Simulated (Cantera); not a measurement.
# Ammonia decomposition in nitride growth gas

An isothermal, constant-pressure homogeneous reactor starts with 15.9 % NH₃, 84.1 % H₂, at 2175 K and 0.0130 bar.

Computed with Cantera and the gas-phase N/H chemistry of the illustrative SiF4/NH3 mechanism in the Surface Chemkin manual (1991). Walls and surfaces, which speed up NH3 decomposition in real reactors, are not modelled.

| t (s) | x NH₃ | x H₂ | x N₂H₂ | x N₂ | x N₂H₄ | x N |
|---|---|---|---|---|---|---|
| 4.00e-6 | 0.159 | 0.841 | <1e-12 | <1e-12 | <1e-12 | <1e-12 |
| 1.24e-5 | 0.159 | 0.841 | <1e-12 | <1e-12 | <1e-12 | <1e-12 |
| 3.83e-5 | 0.159 | 0.841 | 4.44e-12 | <1e-12 | <1e-12 | <1e-12 |
| 0.000119 | 0.159 | 0.841 | 6.60e-11 | 3.30e-11 | <1e-12 | 6.40e-12 |
| 0.000367 | 0.159 | 0.841 | 8.28e-10 | 2.99e-9 | 2.09e-12 | 2.65e-10 |
| 0.00114 | 0.159 | 0.841 | 1.09e-8 | 1.88e-7 | 1.99e-11 | 8.64e-9 |
| 0.00352 | 0.158 | 0.841 | 1.71e-7 | 1.08e-5 | 1.84e-10 | 2.45e-7 |
| 0.0109 | 0.157 | 0.841 | 1.71e-6 | 0.000502 | 1.04e-9 | 3.24e-6 |
| 0.0337 | 0.147 | 0.846 | 2.20e-6 | 0.00439 | 1.21e-9 | 4.62e-6 |
| 0.104 | 0.122 | 0.860 | 1.76e-6 | 0.0153 | 9.37e-10 | 4.62e-6 |
| 0.323 | 0.0703 | 0.889 | 9.28e-7 | 0.0378 | 4.39e-10 | 4.60e-6 |
| 1.00 | 0.0132 | 0.920 | 1.55e-7 | 0.0626 | 4.83e-11 | 4.97e-6 |
x: mole fraction; the columns are a selection and need not sum to one.

Equilibrium at this temperature and pressure: NH₃ 4.36e-8, H₂ 0.892, N₂H₂ <1e-12, N₂ 0.0671, N₂H₄ <1e-12, N 2.08e-8 (gas phase only).
